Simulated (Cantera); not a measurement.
Input (Python, Cantera) and output of one run.

```python
import numpy as np
import cantera as ct

gas_names = [...]  # 87 gases of nasa_gas.yaml made of C, H, Si
cond_names = """
    C(gr) C6H6(L) C7H8(L) C8H18(L),n-octa Si(cr) Si(L) SiC(b)
""".split()


# ... load() reads the species with a 1 bar reference pressure and builds the phases ...
atoms = {
    'CH3SiH3': {'C': 1, 'H': 6, 'Si': 1},
    'C2H2': {'C': 2, 'H': 2},
    'H2': {'H': 2},
}
top_T = {'C(gr)': 4500, 'SiC(b)': 3050}  # K; cautious upper limits of use, not melting points


# ... equilibrate(T, P, feed) seeds the gas with the atoms and calls Mixture.equilibrate('TP', solver="vcs", rtol=1e-11, max_steps=5000) ...
results = []
feed = {'CH3SiH3': 1, 'C2H2': 0.015, 'H2': 22}  # mol
T = 975  # K
P = 140  # Pa
mix = equilibrate(T, P, feed)
results.append((T, P, feed, dict(zip(mix.species_names, mix.species_moles))))
print(gas.report(threshold=1e-05))
for i in range(1, mix.n_phases):
    print(f"{mix.phase(i).name:16s} {mix.phase_moles(i):12.5e} mol")
```

It prints:

```
       temperature   975 K
          pressure   140 Pa
           density   3.4859e-05 kg/m^3
  mean mol. weight   2.0185 kg/kmol
   phase of matter   gas

                          1 kg             1 kmol
                     ---------------   ---------------
          enthalpy        9.8701e+06        1.9922e+07  J
   internal energy        5.8539e+06        1.1816e+07  J
           entropy        1.0906e+05        2.2014e+05  J/K
    Gibbs function       -9.6465e+07       -1.9471e+08  J
 heat capacity c_p             14940             30157  J/K
 heat capacity c_v             10821             21842  J/K

                      mass frac. Y      mole frac. X     chem. pot. / RT
                     ---------------   ---------------   ---------------
               CH4         0.0013976        0.00017584           -49.516
                H2            0.9986           0.99982           -24.014
     [  +85 minor]        3.3586e-08        3.1969e-08

C(gr)             2.56020e-02 mol
Si(cr)            0.00000e+00 mol
SiC(b)            1.00000e+00 mol
```

These are equilibrium values from Cantera (NASA tables, ideal gas, pure condensed phases), not measurements of a reactor. The feed counts by its element totals alone.
